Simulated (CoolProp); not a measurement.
A closed Brayton cycle with carbon dioxide: compressor inlet 332.15 K and 7.6 MPa, high pressure 13.8 MPa, turbine inlet 625 K, compressor efficiency 0.8, turbine efficiency 0.85, recuperator effectiveness 0.95 (on enthalpy, no pinch check). Each further row changes one setting.

Model: reference Helmholtz-energy equation of state, Span 1996, in CoolProp.

| case | thermal efficiency (%) | net work (kJ/kg) | compressor to turbine work | compressor exit (K) | turbine exit (K) |
|---|---|---|---|---|---|
| as stated | 19.1 | 20.8 | 0.62 | 386.4 | 566.5 |
| turbine inlet 575 K | … | 15.3 | 0.69 | 386.4 | 518.7 |
| compressor inlet 342.15 K | 17.0 | … | 0.68 | 398.8 | 566.5 |
| high pressure 11.7 MPa | … | … | 0.60 | … | … |
| recuperator effectiveness 0.5 | 10.3 | 20.8 | 0.62 | 386.4 | 566.5 |

Q: Fill in the missing entries.

A: 
- turbine inlet 575 K, thermal efficiency (%): 15.2
- compressor inlet 342.15 K, net work (kJ/kg): 17.6
- high pressure 11.7 MPa, thermal efficiency (%): 19.0
- high pressure 11.7 MPa, net work (kJ/kg): 16.5
- high pressure 11.7 MPa, compressor exit (K): 371.0
- high pressure 11.7 MPa, turbine exit (K): 582.6
